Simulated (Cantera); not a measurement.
A closed system holds: 1 mol SiF₄, 0.23 mol NO, 0.28 mol H₂, 0.47 mol N₂O, at 1998 K and 0.260 bar.

Equilibrium computed with Cantera from the NASA thermochemical tables; the gas is ideal and each condensed phase is pure. Candidate condensed phases: H₂O, Si, SiO₂, Si₂N₂O, Si₃N₄; 58 gas species. The tables' values for SiF₃ are old estimates; treat these amounts as uncertain. The tables hold silica as quartz up to 1696 K and as liquid above; real silica turns to tridymite and cristobalite and melts near 1996 K. The numbers say what is thermodynamically allowed, not how fast it happens.

Base state: SiF₄ 0.390, N₂ 0.263, HF 0.245, O₂ 0.0932, H₂O 0.00374, NO 0.00293, OH 0.000448, O 0.000395 (mole fractions); condensed: SiO₂(l).

**Question.** What changes in the equilibrium state with this change: temperature from 1998 K to 875 K?

**Answer.** 
```tsv
species	before	after
SiF₄	0.390	0.435
N₂	0.263	0.273
HF	0.245	0.127
H₂O	0.00374	0.0672
O₂	0.0932	0.0980
O	0.000395	<1e-9
SiF₃	0.000372	<1e-9
F	0.000120	<1e-9
SiO₂(l), mol	0.135	0
SiO₂(β-quartz), mol	0	0.0680
```
